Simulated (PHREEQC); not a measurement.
Make-up at 25 °C: 5.9 mmol/kgw LiOH, 0.077 mmol/kgw CO2 and 0.16 mmol/kgw K2CO3. Closed to the air; pH follows from the charge balance.

Computed with PHREEQC (ion-association model, phreeqc.dat).

Problem. The ionic strength comes out as 0.00645 mol/kgw. What activity coefficients do K+, OH-, HCO3-, CO3-2, Li+ get?

Solution. K+ 0.92, OH- 0.92, HCO3- 0.92, CO3-2 0.72, Li+ 0.92.

No solid was allowed to form.
